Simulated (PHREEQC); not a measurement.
Dissolve 0.13 mol ZnCl2, 0.054 mol Na2SO4 and 0.00011 mol Al2(SO4)3 per kg of water at 25 °C. Closed to the air; pH follows from the charge balance.

Computed with PHREEQC (ion-association model, wateq4f.dat).

No solid was allowed to form.

**Question.** Order these Al species by the share of Al that they hold, largest first: Al(OH)2+, AlSO4+, Al(SO4)2-, AlOH+2, Al+3.

**Answer.** AlSO4+ (57 %), Al+3 (27 %), Al(SO4)2- (8.6 %), AlOH+2 (6.8 %), Al(OH)2+ (1.2 %)

The pH is 4.82 and the ionic strength 0.405 mol/kgw. Examples of supersaturated solids here: Basaluminite, Gibbsite (slow to form). Others may be too. Complexes and solids missing from the database can't appear.
